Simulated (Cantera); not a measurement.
What does this Cantera script print?

```python
import numpy as np
import cantera as ct

gas = ct.Solution("gri30.yaml")
gas.TPX = 1775, 2500000, {'CH4': 1, 'CO2': 8.6, 'H2': 0.8}
inlet = ct.Reservoir(gas, clone=True)

reactor = ct.IdealGasConstPressureReactor(gas, energy="off", clone=False)
exhaust = ct.Reservoir(gas, clone=True)
tau = [3.8, 1.5, 0.58, 0.23, 0.09, 0.035, 0.014, 0.0055, 0.0022, 0.00085, 0.00034][0]
for a, b in ((inlet, reactor), (reactor, exhaust)):
    ct.MassFlowController(a, b, mdot=lambda t: reactor.mass / tau)
net = ct.ReactorNet([reactor])
show = ['CH4', 'CO2', 'H2', 'C2H6', 'H', 'OH']

rows = []
print(f"{'tau/s':>10s}{'T/K':>9s}" + "".join(f"{s:>11s}" for s in show))
for tau in [3.8, 1.5, 0.58, 0.23, 0.09, 0.035, 0.014, 0.0055, 0.0022, 0.00085, 0.00034]:
    net.initial_time = 0.0
    net.advance(30 * tau)
    before = gas.X
    net.advance(40 * tau)
    drift = np.max(np.abs(gas.X - before) / (gas.X + 1e-9))
    rows.append([gas.T, *gas[show].X, drift])
    print(f"{tau:10.3e}{gas.T:9.1f}" + "".join(f"{x:11.3e}" for x in gas[show].X))
```

It prints:

```
     tau/s      T/K        CH4        CO2         H2       C2H6          H         OH
 3.800e+00   1775.0  2.908e-04  4.285e-01  4.024e-02  1.158e-08  1.116e-05  3.196e-06
 1.500e+00   1775.0  6.857e-04  4.298e-01  3.995e-02  6.426e-08  1.107e-05  3.186e-06
 5.800e-01   1775.0  1.522e-03  4.331e-01  3.931e-02  3.192e-07  1.094e-05  3.190e-06
 2.300e-01   1775.0  3.002e-03  4.401e-01  3.804e-02  1.272e-06  1.071e-05  3.210e-06
 9.000e-02   1775.0  5.419e-03  4.545e-01  3.570e-02  4.336e-06  1.027e-05  3.260e-06
 3.500e-02   1775.0  9.013e-03  4.814e-01  3.212e-02  1.286e-05  9.551e-06  3.340e-06
 1.400e-02   1775.0  1.409e-02  5.219e-01  2.840e-02  3.329e-05  8.626e-06  3.386e-06
 5.500e-03   1775.0  2.243e-02  5.766e-01  2.679e-02  8.042e-05  7.820e-06  3.222e-06
 2.200e-03   1775.0  3.661e-02  6.404e-01  3.085e-02  1.669e-04  7.809e-06  2.673e-06
 8.500e-04   1775.0  5.762e-02  7.113e-01  4.279e-02  2.765e-04  8.831e-06  1.899e-06
 3.400e-04   1775.0  7.601e-02  7.675e-01  5.645e-02  3.464e-04  9.977e-06  1.352e-06
```

Computed with Cantera and GRI-Mech 3.0 (53 species, 325 reactions). The pressure lies above the range GRI-Mech 3.0 was tuned for (to about 10 atm).
